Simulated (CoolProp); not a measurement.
Model: reference Helmholtz-energy equation of state, Lemmon 2006, in CoolProp. It is a short technical equation, of lower accuracy than the large ones.

Q: For C3F8 (R218), give the phase and the speed of sound (m/s), Prandtl number, fugacity coefficient at 314.5 K and 474 kPa.

A: 
- 314.5 K and 474 kPa: gas; speed of sound 112, Prandtl number 0.804, fugacity coefficient 0.919

Viscosity comes from a separate model (Huber 2003), an estimate that may be off by 10 % or more. Thermal conductivity comes from a separate model (Huber 2003), an estimate that may be off by 10 % or more.
